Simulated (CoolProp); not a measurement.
A closed Brayton cycle with carbon dioxide: compressor inlet 315.15 K and 8.4 MPa, high pressure 21.5 MPa, turbine inlet 640 K, compressor efficiency 0.8, turbine efficiency 0.85, recuperator effectiveness 0.9 (on enthalpy, no pinch check). Each further row changes one setting.

Computed with CoolProp (reference Helmholtz-energy equation of state, Span 1996).

```
case                           thermal efficiency (%)  net work (kJ/kg)  compressor to turbine work  compressor exit (K)  turbine exit (K)
-----------------------------  ----------------------  ----------------  --------------------------  -------------------  ----------------
as stated                                        23.3              45.7                        0.47                381.8             546.6
turbine inlet 590 K                                 …              36.7                        0.52                381.8             499.8
compressor inlet 325.15 K                        20.4                 …                        0.58                    …             546.6
high pressure 18.3 MPa                           22.8              40.7                        0.44                370.1                 …
recuperator effectiveness 0.5                    16.7              45.7                        0.47                381.8             546.6
```

What belongs in the gaps?


- turbine inlet 590 K, thermal efficiency (%): 20.2
- compressor inlet 325.15 K, net work (kJ/kg): 36.0
- compressor inlet 325.15 K, compressor exit (K): 404.5
- high pressure 18.3 MPa, turbine exit (K): 562.4
